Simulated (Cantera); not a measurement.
Input (Python, Cantera):

```python
import numpy as np
import cantera as ct

gas = ct.Solution("gri30.yaml")
gas.TPX = 2673, 13332, {'CH4': 0.018, 'H2': 1, 'O2': 0.013}
inlet = ct.Reservoir(gas, clone=True)

reactor = ct.IdealGasConstPressureReactor(gas, energy="off", clone=False)
exhaust = ct.Reservoir(gas, clone=True)
tau = [0.45, 0.26, 0.15, 0.085, 0.049, 0.028, 0.016, 0.0092][0]
for a, b in ((inlet, reactor), (reactor, exhaust)):
    ct.MassFlowController(a, b, mdot=lambda t: reactor.mass / tau)
net = ct.ReactorNet([reactor])
show = ['CH4', 'H2', 'O2', 'C2H6', 'CO2']

rows = []
print(f"{'tau/s':>10s}{'T/K':>9s}" + "".join(f"{s:>11s}" for s in show))
for tau in [0.45, 0.26, 0.15, 0.085, 0.049, 0.028, 0.016, 0.0092]:
    net.initial_time = 0.0
    net.advance(30 * tau)
    before = gas.X
    net.advance(40 * tau)
    drift = np.max(np.abs(gas.X - before) / (gas.X + 1e-9))
    rows.append([gas.T, *gas[show].X, drift])
    print(f"{tau:10.3e}{gas.T:9.1f}" + "".join(f"{x:11.3e}" for x in gas[show].X))
```

It prints:

```
     tau/s      T/K        CH4         H2         O2       C2H6        CO2
 4.500e-01   2673.0  1.523e-06  8.491e-01  1.417e-07  1.017e-13  1.925e-05
 2.600e-01   2673.0  2.745e-06  8.507e-01  1.863e-07  3.274e-13  1.927e-05
 1.500e-01   2673.0  5.087e-06  8.534e-01  2.670e-07  1.108e-12  1.931e-05
 8.500e-02   2673.0  1.003e-05  8.580e-01  4.230e-07  4.192e-12  1.939e-05
 4.900e-02   2673.0  2.036e-05  8.649e-01  7.167e-07  1.656e-11  1.955e-05
 2.800e-02   2673.0  4.347e-05  8.747e-01  1.318e-06  7.068e-11  1.995e-05
 1.600e-02   2673.0  9.203e-05  8.860e-01  2.566e-06  2.902e-10  2.078e-05
 9.200e-03   2673.0  1.815e-04  8.966e-01  5.091e-06  1.024e-09  2.201e-05
```

Computed with Cantera and GRI-Mech 3.0 (53 species, 325 reactions).
